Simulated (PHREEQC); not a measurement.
Dissolve 2.5 mmol/kgw Ni(NO3)2, 0.031 mmol/kgw NaOH and 11 mmol/kgw H2SO4 at 12 °C. Closed to the air; pH follows from the charge balance.

Equilibrium calculation in PHREEQC: ion-association model, wateq4f.dat.

Problem. The ionic strength comes out as 0.0295 mol/kgw. What activity coefficients do Ni+2, HSO4-, SO4-2, H+, Na+ get?

Solution. Ni+2 0.53, HSO4- 0.86, SO4-2 0.54, H+ 0.88, Na+ 0.86.

This is a speciation only: nothing precipitates in the calculation. Species that the database lacks are ignored. At this temperature some constants are extrapolated from 25 °C, and those without enthalpy data are left unchanged.
